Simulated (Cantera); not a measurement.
Adiabatic ignition

An adiabatic, constant-volume homogeneous reactor starts with H₂ : O₂ : N₂ = 1 : 0.238 : 0.895 (molar parts), at 1023 K and 5.00 bar.

Detailed kinetics in Cantera: GRI-Mech 3.0 (53 species, 325 reactions). The hydrogen kinetics of GRI-Mech 3.0 are dated; newer H2 mechanisms differ, most at raised pressure.

```tsv
t (s)	T (K)	P (bar)	x H₂	x O₂	x HO₂	x OH	x NO
3.00e-6	1023	5.00	0.469	0.112	2.25e-9	4.60e-12	<1e-12
1.20e-5	1023	5.00	0.469	0.112	1.03e-8	4.98e-12	<1e-12
4.82e-5	1023	5.00	0.469	0.112	4.34e-8	6.19e-12	<1e-12
0.000193	1023	5.00	0.469	0.112	1.99e-7	1.39e-11	<1e-12
0.000774	1023	5.00	0.469	0.112	1.80e-6	1.36e-10	<1e-12
0.00310	1030	5.03	0.468	0.111	6.11e-5	2.53e-8	<1e-12
0.0124	2870	12.6	0.269	5.33e-5	1.96e-7	0.00415	0.000499
0.0498	2870	12.6	0.269	5.33e-5	1.96e-7	0.00415	0.000499
0.200	2870	12.6	0.269	5.33e-5	1.96e-7	0.00415	0.000499
0.800	2870	12.6	0.269	5.33e-5	1.96e-7	0.00415	0.000499
```
x: mole fraction; the columns are a selection and need not sum to one.

| Item | Result |
|---|---|
| time of steepest temperature rise | 4.22 ms |
| temperature at 0.800 s | 2870 K |
| equilibrium temperature | 2870 K |
| x(H₂) at 0.800 s | 0.269 (gas-phase equilibrium 0.269) |
| x(O₂) at 0.800 s | 5.33e-5 (gas-phase equilibrium 5.33e-5) |
| x(HO₂) at 0.800 s | 1.96e-7 (gas-phase equilibrium 1.96e-7) |
